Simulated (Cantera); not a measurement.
Thermodynamics of sublimation and decomposition of ceramics, feed Si3N4 + C + H2

Charge: 1 mol Si3N4, 0.19 mol C, 6.1 mol H2, equilibrated at 1.33 mbar.

Method: chemical equilibrium by Gibbs-energy minimisation in Cantera with the NASA 1993 tables (ideal gas, pure condensed phases). Candidate condensed phases: C, C6H6, C7H8, C8H18, Si, SiC, Si3N4; 105 gas species. Mutual solubility and eutectic melting of coexisting phases are not modelled. The tables' values for SiN are old estimates; treat these amounts as uncertain. Gases not in the tables: Si2H6 and higher silanes. Kinetics and transport are ignored.

```json
[
 {"T (K)": "1825", "log p H2": "-3.01", "log p H": "-4.86", "log p N2": "-3.49", "log p Si": "-5.34", "log p Si2C": "-7.26", "n Si(l)": "2.78", "n SiC(s)": "0.189"},
 {"T (K)": "1875", "log p H2": "-3.01", "log p H": "-4.69", "log p N2": "-3.49", "log p Si": "-5.04", "log p Si2C": "-6.85", "n Si(l)": "2.75", "n SiC(s)": "0.188"},
 {"T (K)": "1925", "log p H2": "-3.02", "log p H": "-4.53", "log p N2": "-3.49", "log p Si": "-4.76", "log p Si2C": "-6.46", "n Si(l)": "2.69", "n SiC(s)": "0.186"},
 {"T (K)": "1975", "log p H2": "-3.03", "log p H": "-4.38", "log p N2": "-3.50", "log p Si": "-4.49", "log p Si2C": "-6.10", "n Si(l)": "2.59", "n SiC(s)": "0.182"},
 {"T (K)": "2025", "log p H2": "-3.04", "log p H": "-4.24", "log p N2": "-3.51", "log p Si": "-4.23", "log p Si2C": "-5.75", "n Si(l)": "2.40", "n SiC(s)": "0.175"},
 {"T (K)": "2075", "log p H2": "-3.07", "log p H": "-4.11", "log p N2": "-3.53", "log p Si": "-3.99", "log p Si2C": "-5.42", "n Si(l)": "2.05", "n SiC(s)": "0.159"},
 {"T (K)": "2125", "log p H2": "-3.11", "log p H": "-4.00", "log p N2": "-3.57", "log p Si": "-3.76", "log p Si2C": "-5.11", "n Si(l)": "1.40", "n SiC(s)": "0.124"},
 {"T (K)": "2175", "log p H2": "-3.18", "log p H": "-3.90", "log p N2": "-3.63", "log p Si": "-3.54", "log p Si2C": "-4.81", "n Si(l)": "0.105", "n SiC(s)": "0.0445"},
 {"T (K)": "2225", "log p H2": "-3.21", "log p H": "-3.79", "log p N2": "-3.64", "log p Si": "-3.53", "log p Si2C": "-4.75", "n Si(l)": "0", "n SiC(s)": "0"},
 {"T (K)": "2275", "log p H2": "-3.24", "log p H": "-3.69", "log p N2": "-3.65", "log p Si": "-3.53", "log p Si2C": "-4.84", "n Si(l)": "0", "n SiC(s)": "0"},
 {"T (K)": "2325", "log p H2": "-3.27", "log p H": "-3.59", "log p N2": "-3.66", "log p Si": "-3.53", "log p Si2C": "-4.96", "n Si(l)": "0", "n SiC(s)": "0"},
 {"T (K)": "2375", "log p H2": "-3.31", "log p H": "-3.50", "log p N2": "-3.68", "log p Si": "-3.53", "log p Si2C": "-5.12", "n Si(l)": "0", "n SiC(s)": "0"},
 {"T (K)": "2425", "log p H2": "-3.36", "log p H": "-3.42", "log p N2": "-3.69", "log p Si": "-3.53", "log p Si2C": "-5.30", "n Si(l)": "0", "n SiC(s)": "0"}
]
```
log p: log10 of the partial pressure in bar; n: condensed amount in mol.

From 1825 K to 2175 K the condensed part is Si(l) + SiC(s). From 2225 K to 2425 K nothing is condensed. The main Si-bearing gas is Si throughout.
